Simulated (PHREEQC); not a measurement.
Solution (25 °C): 12 mmol/kgw HNO3, 0.054 mmol/kgw Fe(NO3)3 and 0.78 mmol/kgw CuSO4. Closed to the air; pH follows from the charge balance.

All values are PHREEQC results (ion-association model, phreeqc.dat), not measurements.

Precipitation was switched off in this run.

**Question.** What pH, specific conductance does the model give?

**Answer.** pH 1.98; specific conductance 4700 µS/cm.

**Question.** In which forms is Cu present?

**Answer.** Cu+2 97 %, CuSO4 3.3 % of the Cu.

The solution is supersaturated, for example in Hematite (slow to form), Goethite (slow to form), so a real one may precipitate; this is no full list.
